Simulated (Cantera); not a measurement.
Charge: 1 mol CuO, 1.6 mol CO, 0.75 mol H2, equilibrated at 0.000380 bar.

Method: chemical equilibrium by Gibbs-energy minimisation in Cantera with the NASA 1993 tables (ideal gas, pure condensed phases). Candidate condensed phases: C, C6H6, C7H8, C8H18, Cu, CuO, Cu(OH)2, Cu2O, H2O; 113 gas species. The numbers say what is thermodynamically allowed, not how fast it happens.

log p: log10 of the partial pressure in bar; n: condensed amount in mol.

```tsv
T (K)	log p CO	log p CO2	log p Cu	log p H2	log p H2O	log p H	n Cu(s)	n Cu(l)
1050	-3.84	-3.95	-9.98	-4.14	-4.32	-10.16	1.000	0
1200	-3.81	-3.98	-7.91	-4.20	-4.24	-8.80	1.000	0
1350	-3.79	-4.02	…	-4.25	-4.19	…	0.997	0
1500	-3.78	-4.05	-5.08	-4.31	-4.16	-6.91	0	0.948
1650	-3.87	-4.17	-4.09	-4.44	-4.23	-6.26	0	0.359
1800	-3.91	-4.23	-3.95	-4.53	-4.27	…	0	0
1950	-3.91	-4.25	-3.95	-4.57	-4.27	-5.23	0	0
2100	-3.91	-4.28	-3.96	-4.63	-4.31	-4.82	0	0
```

Q: What belongs in the gaps?

A: 
- 1350, log p Cu: -6.31
- 1350, log p H: -7.75
- 1800, log p H: -5.71
